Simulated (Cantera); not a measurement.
Input: 1 mol BaF2, 5.4 mol H2O, 1.4 mol N2, 1.8 mol H2, held at 1725 K and 0.133 bar.

These are equilibrium values from Cantera (NASA tables, ideal gas, pure condensed phases), not measurements of a reactor. Candidate condensed phases: Ba, BaF2, BaO, Ba(OH)2, H2O; 45 gas species. Mutual solubility and eutectic melting of coexisting phases are not modelled. Kinetics and transport are ignored.

Q: What is the equilibrium state?

A: 
- x(H2O) = 0.607
- x(H2) = 0.206
- x(N2) = 0.160
- x(HF) = 0.0150
- x(BaF2) = 0.00818
- x(Ba(OH)2) = 0.00323
- x(H) = 0.000231
- x(BaF) = 0.000109
- x(BaOH) = 3.97e-5
- n(BaF2(l)) = 0.863 mol
- n(BaO(s)) = 0.0364 mol
- gas amount = 8.739 mol
- log10 activity of Ba(OH)2(l) (absent) = -1.96
- log10 activity of Ba(l) (absent) = -7.63
